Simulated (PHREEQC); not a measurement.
**Brine: speciation**

Solution (25 °C): 0.9 mol/kgw NaCl and 0.13 mol/kgw SrCl2. Closed to the air; pH follows from the charge balance.

The numbers come from PHREEQC with the Pitzer model, pitzer.dat.

- ionic strength: 1.29 mol/kgw
- activity of water: 0.964
- density: 1.049 g/cm³
- osmotic coefficient: 0.940

```tsv
species	molality	activity	log γ
Cl-	1.16	0.685	-0.229
Na+	0.900	0.656	-0.137
Sr+2	0.130	0.0328	-0.598
OH-	1.51e-7	6.62e-8	-0.357
H+	1.51e-7	1.47e-7	-0.010
```

No solid was allowed to form.
